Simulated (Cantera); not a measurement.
## B + H2 (boron, boron nitride and boron oxide)

Charge: 1 mol B, 1.9 mol H2, equilibrated at 0.0133 bar.

Cantera equilibrium calculation (NASA polynomials, part measured and part estimated; ideal gas, pure solids and liquids). Candidate condensed phases: B; 7 gas species. The tables' values for BH2 are old estimates; treat these amounts as uncertain. The numbers say what is thermodynamically allowed, not how fast it happens.

| T (K) | x H2 | x H | x BH2 | x B | x BH | x BH3 | x B2 | n B(s) |
|---|---|---|---|---|---|---|---|---|
| 1648 | 0.999 | 0.000771 | 3.97e-5 | 8.01e-9 | 1.02e-8 | 1.34e-6 | <1e-12 | 1.000 |
| 1723 | 0.998 | 0.00158 | 7.32e-5 | 4.68e-8 | 4.03e-8 | 1.78e-6 | <1e-12 | 1.000 |
| 1798 | 0.997 | 0.00304 | 0.000128 | 2.36e-7 | 1.42e-7 | 2.29e-6 | <1e-12 | 1.000 |
| 1873 | 0.994 | 0.00557 | 0.000213 | 1.04e-6 | 4.53e-7 | 2.88e-6 | 3.69e-12 | 1.000 |
| 1948 | 0.990 | 0.00974 | 0.000341 | 4.11e-6 | 1.32e-6 | 3.55e-6 | 2.76e-11 | 0.999 |
| 2023 | 0.983 | 0.0163 | 0.000524 | 1.46e-5 | 3.52e-6 | 4.28e-6 | 1.77e-10 | 0.999 |
| 2098 | 0.973 | 0.0263 | 0.000778 | 4.73e-5 | 8.75e-6 | 5.06e-6 | 9.95e-10 | 0.998 |
| 2173 | 0.958 | 0.0409 | 0.00112 | 0.000141 | 2.03e-5 | 5.85e-6 | 4.94e-9 | 0.998 |
| 2248 | 0.936 | 0.0616 | 0.00155 | 0.000391 | 4.44e-5 | 6.61e-6 | 2.20e-8 | 0.996 |
x: gas mole fraction; n: condensed amount in mol.

From 1648 K to 2248 K the condensed part is B(s).
